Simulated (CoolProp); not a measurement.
The fluid at 457.24 K and 0.463 MPa flows at 15 m/s in a round tube of 12.7 mm bore and 15 µm roughness, fully developed (64/Re and Nu = 3.66 if laminar; Colebrook and Gnielinski if turbulent). The same conditions are run with several fluids, on thermodynamics alone (safety and materials aside).

The numbers come from the reference Helmholtz-energy equation of state of each fluid (R142b: Lemmon 2006; ethane: Bücker 2006; nitrogen: Span 2000; CF4 (R14): Platzer 1990; R227EA: Lemmon 2016) in CoolProp. The equations of Platzer and Polt are older, rougher fits.

Problem. Rank R142b, ethane, nitrogen, CF4 (R14), R227EA by Reynolds number, highest first.

Solution. R227EA (229000), R142b (151000), CF4 (R14) (83300), ethane (51000), nitrogen (26500)

| fluid | Darcy friction factor | pressure drop (Pa/m) | heat-transfer coefficient (W/(m² K)) | mass flow (kg/h) |
|---|---|---|---|---|
| R142b | 0.0221 | 2460 | 648 | 86.1 |
| ethane | 0.0244 | 800 | 466 | 25.3 |
| nitrogen | 0.0269 | 812 | 206 | 23.3 |
| CF4 (R14) | 0.0232 | 2200 | 460 | 73.4 |
| R227EA | 0.0216 | 4060 | 1020 | 145 |

Transport values come from each fluid's own correlations; those of R142b, CF4 (R14), R227EA are estimates that may be off by 10 % or more.
